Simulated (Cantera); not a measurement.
What does this Cantera script print?

```python
import numpy as np
import cantera as ct

gas = ct.Solution("gri30.yaml")
gas.TPX = 350, 240000, {'CH4': 1.3, 'C2H6': 0.45, 'C3H8': 0.69, 'O2': 10.6, 'N2': 40.4, 'H2O': 6.4}
flame = ct.FreeFlame(gas, width=0.022)
flame.set_refine_criteria(ratio=3, slope=0.08, curve=0.16)
flame.transport_model = "mixture-averaged"
flame.solve(loglevel=0, auto=True)
z, T = flame.grid, flame.T
thick = (T[-1] - T[0]) / np.gradient(T, z).max()
show = ['CH4', 'C2H6', 'C3H8', 'C2H', 'H2O', 'CH3']
print(f"laminar burning velocity  {flame.velocity[0] * 100:.3f} cm/s")
print(f"burnt temperature         {T[-1]:.1f} K")
print(f"thermal thickness         {thick * 1e3:.4f} mm")
print(f"grid points               {len(z)}")
z0 = z[flame.heat_release_rate.argmax()]
print(f"{'z/mm':>9s}{'T/K':>9s}{'u/(m/s)':>9s}" + "".join(f"{s:>11s}" for s in show))
rows = []
for k in (-3, -2, -1.5, -1, -0.5, -0.25, 0, 0.25, 0.5, 1, 2, 4, 8):
    zz = z0 + k * thick
    rows.append([k * thick, np.interp(zz, z, T), np.interp(zz, z, flame.velocity),
                 *(np.interp(zz, z, flame.X[gas.species_index(s)]) for s in show)])
    print(f"{rows[-1][0] * 1e3:9.3f}{rows[-1][1]:9.1f}{rows[-1][2]:9.3f}" + "".join(f"{x:11.3e}" for x in rows[-1][3:]))
```

Output:

```
laminar burning velocity  13.546 cm/s
burnt temperature         1760.5 K
thermal thickness         0.4345 mm
grid points               137
     z/mm      T/K  u/(m/s)        CH4       C2H6       C3H8        C2H        H2O        CH3
   -1.304    350.7    0.136  2.170e-02  7.517e-03  1.153e-02  2.893e-32  1.070e-01  3.727e-13
   -0.869    356.0    0.138  2.158e-02  7.506e-03  1.152e-02  3.282e-29  1.077e-01  4.635e-12
   -0.652    377.7    0.147  2.116e-02  7.453e-03  1.148e-02  4.038e-26  1.103e-01  5.253e-11
   -0.435    485.8    0.189  1.925e-02  7.068e-03  1.114e-02  5.287e-21  1.215e-01  3.754e-09
   -0.217    864.3    0.341  1.287e-02  4.756e-03  7.953e-03  9.398e-14  1.546e-01  7.519e-06
   -0.109   1186.1    0.471  7.256e-03  2.054e-03  3.117e-03  1.393e-10  1.803e-01  1.552e-04
    0.000   1502.7    0.599  1.489e-03  7.945e-05  5.565e-05  2.121e-08  2.035e-01  2.259e-04
    0.109   1638.6    0.649  4.565e-05  3.096e-08  4.154e-09  5.652e-09  2.106e-01  9.683e-06
    0.217   1692.4    0.668  9.408e-07  1.112e-11  2.591e-13  1.333e-10  2.126e-01  2.315e-07
    0.435   1734.2    0.683  1.153e-09  9.101e-17  3.297e-20  1.942e-13  2.147e-01  3.406e-10
    0.869   1753.5    0.690  2.208e-13  6.230e-22  3.229e-28  3.026e-16  2.160e-01  8.915e-14
    1.738   1759.4    0.692  4.595e-15 -3.773e-26  3.529e-37  4.529e-18  2.165e-01  4.043e-15
    3.476   1760.5    0.692  2.635e-15 -1.900e-26  9.381e-38  4.036e-19  2.166e-01  1.848e-15
```

Computed with Cantera and GRI-Mech 3.0 (53 species, 325 reactions). GRI-Mech 3.0 was tuned for natural gas; its chemistry of propane as a main component is partial and can be far from experiment. Burning velocities carry a grid error of a few per cent, more on coarse grids.
